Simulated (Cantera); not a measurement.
An adiabatic, constant-pressure homogeneous reactor starts with CH4 : H2 : O2 : N2 = 1 : 0.37 : 2.19 : 8.22 (molar parts), equivalence ratio 1.00, at 1200 K and 1.10 bar. Integrator tolerance rtol = 1e-08.

Computed with Cantera and GRI-Mech 3.0 (53 species, 325 reactions).

Q: What does this change do: constant volume in place of constant pressure?

A: 
```json
[
 {"quantity": "time of steepest temperature rise", "before": "3.42 ms", "after": "3.12 ms"},
 {"quantity": "temperature at 0.200 s", "before": "2639 K", "after": "2840 K"},
 {"quantity": "equilibrium temperature", "before": "2639 K", "after": "2840 K"},
 {"quantity": "x(CH4) at 0.200 s", "before": "<1e-12 (gas-phase equilibrium <1e-12)", "after": "<1e-12 (gas-phase equilibrium <1e-12)"},
 {"quantity": "x(H2) at 0.200 s", "before": "0.0150 (gas-phase equilibrium 0.0150)", "after": "0.0190 (gas-phase equilibrium 0.0190)"},
 {"quantity": "x(O2) at 0.200 s", "before": "0.0154 (gas-phase equilibrium 0.0154)", "after": "0.0178 (gas-phase equilibrium 0.0178)"},
 {"quantity": "x(H2O2) at 0.200 s", "before": "2.11e-7 (gas-phase equilibrium 2.11e-7)", "after": "4.77e-7 (gas-phase equilibrium 4.77e-7)"},
 {"quantity": "x(CH3) at 0.200 s", "before": "<1e-12 (gas-phase equilibrium <1e-12)", "after": "<1e-12 (gas-phase equilibrium <1e-12)"},
 {"quantity": "x(CO) at 0.200 s", "before": "0.0303 (gas-phase equilibrium 0.0303)", "after": "0.0373 (gas-phase equilibrium 0.0373)"}
]
```
